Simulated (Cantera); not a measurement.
Feed: 1 mol Na2CO3, 0.32 mol H2S, 9.2 mol O2, 2.1 mol SO2, equilibrated at 1500 K and 13.3 mbar.

Equilibrium computed with Cantera from the NASA thermochemical tables; the gas is ideal and each condensed phase is pure. Candidate condensed phases: C, C6H6, C7H8, C8H18, H2O, H2SO4, Na, NaOH, NaO2, Na2CO3, Na2O, Na2O2, Na2S, Na2SO4, S; 131 gas species. Kinetics and transport are ignored.

Base state: O2 0.747, SO2 0.129, CO2 0.0909, H2O 0.0287, Na2SO4 0.00255, NaOH 0.000583, SO3 0.000481, OH 0.000169 (mole fractions); condensed: Na2SO4(l).

Question: What changes in the equilibrium state with this change: Na2CO3 replaced by CaCO3?

Answer: 
```json
[
 {"species": "O2", "before": "0.747", "after": "0.700"},
 {"species": "SO2", "before": "0.129", "after": "0.194"},
 {"species": "CO2", "before": "0.0909", "after": "0.0803"},
 {"species": "H2O", "before": "0.0287", "after": "0.0256"},
 {"species": "Na2SO4", "before": "0.00255", "after": "0"},
 {"species": "NaOH", "before": "0.000583", "after": "0"},
 {"species": "Na", "before": "0.000114", "after": "0"},
 {"species": "SO3", "before": "0.000481", "after": "0.000699"},
 {"species": "OH", "before": "0.000169", "after": "0.000157"},
 {"species": "Na2SO4(l), mol", "before": "0.968", "after": "0"},
 {"species": "CaO(s), mol", "before": "0", "after": "1.00"}
]
```
Further candidate phases: Ca, CaCO3, CaO, Ca(OH)2, CaS, CaSO4.

Question: What changes in the equilibrium state with this change: Na2CO3 replaced by FeS2?

Answer: 
| species | before | after |
|---|---|---|
| O2 | 0.747 | 0.557 |
| SO2 | 0.129 | 0.412 |
| H2O | 0.0287 | 0.0298 |
| CO2 | 0.0909 | 0 |
| Na2SO4 | 0.00255 | 0 |
| NaOH | 0.000583 | 0 |
| Na | 0.000114 | 0 |
| SO3 | 0.000481 | 0.00133 |
| O | 3.04e-5 | 2.62e-5 |
| OH | 0.000169 | 0.000160 |
| Na2SO4(l), mol | 0.968 | 0 |
| Fe2O3(s), mol | 0 | 0.500 |
Further candidate phases: Fe, FeO, Fe(OH)2, Fe(OH)3, FeS, FeSO4, FeS2, Fe2O3, Fe2(SO4)3, Fe3O4.

Question: What changes in the equilibrium state with this change: temperature from 1500 K to 923.15 K?

Answer: 
```csv
species,before,after
O2,0.747,0.745
CO2,0.0909,0.0932
SO2,0.129,0.0895
SO3,0.000481,0.0429
H2O,0.0287,0.0298
Na2SO4,0.00255,<1e-9
NaOH,0.000583,<1e-9
Na,0.000114,<1e-9
O,3.04e-5,<1e-9
"Na2SO4(l), mol",0.968,0
"Na2SO4(s), mol",0,1.00
```
Condensed phases not in the tables: pyrosulfates.
